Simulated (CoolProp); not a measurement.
The numbers come from the reference Helmholtz-energy equation of state, Lemmon 2009 in CoolProp.

Problem. Give the vapour pressure (MPa), liquid density (kg/m³), enthalpy of vaporisation (kJ/kg), surface tension (mN/m) of saturated propane at 233.9, 251.8, 305.4 K.

Solution. 
| T (K) | p (MPa) | liquid density (kg/m³) | enthalpy of vaporisation (kJ/kg) | surface tension (mN/m) |
|---|---|---|---|---|
| 233.9 | 0.115 | 578 | 423 | 15.3 |
| 251.8 | 0.233 | 556 | 402 | 12.9 |
| 305.4 | 1.14 | 481 | 322 | 6.16 |

Surface tension comes from a separate correlation (Mulero 2012).
